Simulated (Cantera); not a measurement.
Feed: 1 mol SF6, 4.9 mol H2, equilibrated at 2973.15 K and 10.0 Torr.

Method: chemical equilibrium by Gibbs-energy minimisation in Cantera with the NASA 1993 tables (ideal gas, pure condensed phases). Candidate condensed phases: S; 24 gas species. Equilibrium is a limit: real reactors are often held back by kinetics, nucleation or transport.

Base state: HF 0.557, H 0.281, S 0.0890, H2 0.0497, F 0.0185, SH 0.00297, S2 0.00194, SF 3.69e-5 (mole fractions); condensed: gas only.

Task: What changes in the equilibrium state with this change: pressure from 10.0 Torr to 750 Torr?

Result: 
```tsv
species	before	after
HF	0.557	0.678
H2	0.0497	0.173
H	0.281	0.0604
S2	0.00194	0.0261
F	0.0185	0.00140
SH	0.00297	0.0204
S	0.0890	0.0378
H2S	2.52e-5	0.00279
SF	3.69e-5	8.86e-5
```

Task: What changes in the equilibrium state with this change: H2 from 4.9 to 0.72 mol?

Result: 
| species | before | after |
|---|---|---|
| F | 0.0185 | 0.655 |
| HF | 0.557 | 0.203 |
| S | 0.0890 | 0.133 |
| H | 0.281 | 0.00290 |
| H2 | 0.0497 | 5.31e-6 |
| H2S | 2.52e-5 | 4.01e-9 |
| SF2 | 6.26e-9 | 1.16e-5 |
| SH | 0.00297 | 4.58e-5 |
| SF | 3.69e-5 | 0.00195 |
| S2 | 0.00194 | 0.00430 |
